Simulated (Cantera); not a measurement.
Cantera run:

```python
import numpy as np
import cantera as ct

gas_names = """
    C CH CH2 CH3 CH2OH CH3O CH4 CH3OH CN CO CO2 COOH C2 C2H CHCO,ketyl C2H2,acetylene C2H2,vinylidene
    CH2CO,ketene C2H3,vinyl CH3CN CH3CO,acetyl C2H4 C2H4O,ethylen CH3CHO,ethanal CH3COOH (HCOOH)2 C2H5
    C2H6 CH3OCH3 C2H5OH CCN CNC C2N2 C2O C3 C3H3,propargyl C3H4,allene C3H4,propyne C3H4,cyclo-
    C3H5,allyl C3H6,propylene C3H6,cyclo- C3H6O C3H7,n-propyl C3H7,i-propyl C3H8 C3H8O,1propanol
    C3H8O,2propanol C3O2 C4 C4H2 C4H4,1,3-cyclo- C4H6,butadiene C4H6,2-butyne C4H6,cyclo- C4H8,1-butene
    C4H8,cis2-buten C4H8,tr2-butene C4H8,isobutene C4H8,cyclo- (CH3COOH)2 C4H9,n-butyl C4H9,i-butyl
    C4H9,s-butyl C4H9,t-butyl C4H10,isobutane C4H10,n-butane C4N2 C5 C5H6,1,3cyclo- C5H8,cyclo-
    C5H10,1-pentene C5H10,cyclo- C5H11,pentyl C5H11,t-pentyl C5H12,n-pentane C5H12,i-pentane
    CH3C(CH3)2CH3 C6H2 C6H5,phenyl C6H5O,phenoxy C6H6 C6H5OH,phenol C6H10,cyclo- C6H12,1-hexene
    C6H12,cyclo- C6H13,n-hexyl C7H7,benzyl C7H8 C7H8O,cresol C7H14,1-heptene C7H15,n-heptyl
    C7H16,n-heptane C8H8,styrene C8H10,ethylbenz C8H16,1-octene C8H17,n-octyl C8H18,isooctane
    C8H18,n-octane C9H19,n-nonyl C10H8,naphthale C10H21,n-decyl C12H9,o-bipheny C12H10,bipheny Cu CuO
    Cu2 H HCN HCO HCCN HNC HNCO HNO HNO2 HNO3 HO2 H2 HCHO,formaldehy HCOOH H2O H2O2 N NCO NH NH2 NH3
    NH2OH NO NO2 NO3 N2 N2H2 N2H4 N2O O OH O2 O3
""".split()
cond_names = """
    C(gr) C6H6(L) C7H8(L) C8H18(L),n-octa Cu(cr) Cu(L) CuO(s) CuO2H2(s) Cu2O(s) Cu2O(L) H2O(s) H2O(L)
""".split()


def load(file, names, dense=False):
    # The tables refer to 1 bar. Condensed volumes are neglected.
    table = {s.name: s for s in ct.Species.list_from_file(file)}
    out = []
    for n in names:
        d = dict(table[n].input_data)
        d["thermo"] = dict(d["thermo"], **{"reference-pressure": 1e5})
        if dense:
            d["equation-of-state"] = {"model": "constant-volume", "density": "1e6 g/cm^3"}
        out.append(ct.Species.from_dict(d))
    return out


gas = ct.Solution(thermo="ideal-gas", species=load("nasa_gas.yaml", gas_names))
cond = {s.name: ct.Solution(thermo="fixed-stoichiometry", species=[s], name=s.name)
        for s in load("nasa_condensed.yaml", cond_names, dense=True)}
atoms = {
    'CuO': {'Cu': 1, 'O': 1},
    'CH4': {'C': 1, 'H': 4},
    'N2': {'N': 2},
}
top_T = {'C(gr)': 4500, 'CuO(s)': 1390}  # K; cautious upper limits of use, not melting points


def equilibrate(T, P, feed):
    n = {}
    for name, mol in feed.items():
        for a, k in atoms[name].items():
            n[a] = n.get(a, 0.0) + k * mol
    gas.TPX = T, P, n
    mass = sum(n.values()) * gas.mean_molecular_weight
    gas.equilibrate("TP")
    valid = [c for c in cond.values() if c.min_temp <= T <= top_T.get(c.name, c.max_temp)]
    mix = ct.Mixture([(gas, mass / gas.mean_molecular_weight)] + [(c, 0.0) for c in valid])
    mix.T, mix.P = T, P
    mix.equilibrate("TP", solver="vcs", rtol=1e-11, max_steps=5000)
    return mix


results = []
feed = {'CuO': 1, 'CH4': 1.2, 'N2': 2.3}  # mol
P = 420000  # Pa
for T in [825, 925, 1025, 1125, 1225, 1325, 1425, 1525]:
    mix = equilibrate(T, P, feed)
    results.append((T, P, feed, dict(zip(mix.species_names, mix.species_moles))))
    x = sorted(zip(gas.X, gas.species_names), reverse=True)
    print(f"T = {T:g} K  P = {P:g} Pa  gas = {mix.phase_moles(0):.4g} mol")
    print("   x: " + "  ".join(f"{s} {v:.3e}" for v, s in x if v > 1e-06))
    print("   condensed (mol): " + ("  ".join(f"{mix.phase(i).name} {mix.phase_moles(i):.4g}"
          for i in range(1, mix.n_phases) if mix.phase_moles(i) > 1e-12) or "none"))
```

Output:

```
T = 825 K  P = 420000 Pa  gas = 4.418 mol
   x: N2 5.203e-01  H2 1.753e-01  H2O 1.336e-01  CH4 1.167e-01  CO2 3.915e-02  CO 1.439e-02  NH3 5.202e-04  C2H6 2.157e-06
   condensed (mol): C(gr) 0.4476  Cu(cr) 1
T = 925 K  P = 420000 Pa  gas = 4.774 mol
   x: N2 4.816e-01  H2 2.722e-01  H2O 8.864e-02  CH4 7.063e-02  CO 5.215e-02  CO2 3.434e-02  NH3 4.117e-04  C2H6 1.588e-06
   condensed (mol): C(gr) 0.4499  Cu(cr) 1
T = 1025 K  P = 420000 Pa  gas = 5.188 mol
   x: N2 4.432e-01  H2 3.453e-01  CO 1.127e-01  H2O 4.336e-02  CH4 3.680e-02  CO2 1.835e-02  NH3 2.809e-04  HCN 3.000e-06
   condensed (mol): C(gr) 0.3292  Cu(cr) 1
T = 1125 K  P = 420000 Pa  gas = 5.48 mol
   x: N2 4.196e-01  H2 3.856e-01  CO 1.546e-01  CH4 1.801e-02  H2O 1.610e-02  CO2 5.872e-03  NH3 1.808e-04  HCN 1.235e-05
   condensed (mol): C(gr) 0.2216  Cu(cr) 1
T = 1225 K  P = 420000 Pa  gas = 5.608 mol
   x: N2 4.100e-01  H2 4.041e-01  CO 1.694e-01  CH4 9.006e-03  H2O 5.653e-03  CO2 1.614e-03  NH3 1.178e-04  HCN 3.979e-05
   condensed (mol): C(gr) 0.19  Cu(cr) 1
T = 1325 K  P = 420000 Pa  gas = 5.657 mol
   x: H2 4.123e-01  N2 4.065e-01  CO 1.736e-01  CH4 4.793e-03  H2O 2.163e-03  CO2 4.889e-04  HCN 1.068e-04  NH3 7.971e-05  C2H4 1.259e-06
   condensed (mol): C(gr) 0.1873  Cu(cr) 1
T = 1425 K  P = 420000 Pa  gas = 5.678 mol
   x: H2 4.161e-01  N2 4.049e-01  CO 1.749e-01  CH4 2.739e-03  H2O 9.281e-04  HCN 2.486e-04  CO2 1.715e-04  NH3 5.635e-05  HNC 3.247e-06  H 2.147e-06  C2H4 1.610e-06  C2H2,acetylene 1.467e-06
   condensed (mol): C(gr) 0.1892  Cu(L) 1
T = 1525 K  P = 420000 Pa  gas = 5.687 mol
   x: H2 4.179e-01  N2 4.041e-01  CO 1.752e-01  CH4 1.673e-03  HCN 5.167e-04  H2O 4.424e-04  CO2 6.891e-05  NH3 4.147e-05  HNC 9.446e-06  H 7.462e-06  C2H2,acetylene 5.052e-06  Cu 2.962e-06  C2H4 1.974e-06
   condensed (mol): C(gr) 0.1903  Cu(L) 1
```

These are equilibrium values from Cantera (NASA tables, ideal gas, pure condensed phases), not measurements of a reactor.
